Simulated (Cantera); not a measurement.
Cantera with NASA thermochemical tables; ideal gases at 1 bar, condensed phases pure. Values are per mole of reaction as written; species without (g) are pure solids or liquids, kept so even where they would boil at 1 bar.

S2(g) + 4 K + 8 O(g) = 2 K2SO4, with ΔH° = -4997.4 kJ and ΔS° = -1424.9 J/K at 300 K.

Q: How far is the shortcut ΔG° ≈ ΔH°(300 K) − T·ΔS°(300 K) from the full temperature-dependent value at 423, 573, 723, 873, 1023, 1173, 1323 K?

A: 
| T (K) | shortcut (kJ) | full (kJ) | difference (kJ) | difference in log10 K | condensed phases |
|---|---|---|---|---|---|
| 423 | -4394.7 | -4391.1 | -3.6 | 0.45 | K(l), K2SO4(s) |
| 573 | -4180.9 | -4170.3 | -10.7 | 0.97 | K(l), K2SO4(s) |
| 723 | -3967.2 | -3949.9 | -17.3 | 1.25 | K(l), K2SO4(s) |
| 873 | -3753.5 | -3731.6 | -21.9 | 1.31 | K(l), K2SO4(s) |
| 1023 | -3539.8 | -3517.5 | -22.3 | 1.14 | K(l), K2SO4(s) |
| 1173 | -3326.0 | -3304.8 | -21.2 | 0.94 | K(l), K2SO4(s) |
| 1323 | -3112.3 | -3093.8 | -18.5 | 0.73 | K(l), K2SO4(s) |
The shortcut ignores heat capacities and the phase changes listed.
